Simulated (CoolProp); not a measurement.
Aqueous potassium acetate as a coolant, at 23 °C, 1 atm.

Values from CoolProp's Melinder's fits for secondary coolants.

```csv
mass %,freezing point (°C),conductivity (W/(m K)),viscosity (mPa s),cp (kJ/(kg K)),density (kg/m³)
4.3,-1.7,0.589,1.04,4.018,1022
9.6,-4.3,0.571,1.18,3.836,1048
14.8,-7.4,0.553,1.35,3.672,1073
20.1,-11.3,0.535,1.56,3.515,1101
25.3,[?],0.519,[?],3.367,[?]
30.6,-24.1,0.502,2.17,[?],[?]
35.8,-33.5,0.486,[?],[?],1189
```

Some entries are withheld; supply them.


- 25.3, freezing point (°C): -16.6
- 25.3, viscosity (mPa s): 1.82
- 25.3, density (kg/m³): 1130
- 30.6, cp (kJ/(kg K)): 3.219
- 30.6, density (kg/m³): 1160
- 35.8, viscosity (mPa s): 2.65
- 35.8, cp (kJ/(kg K)): 3.078
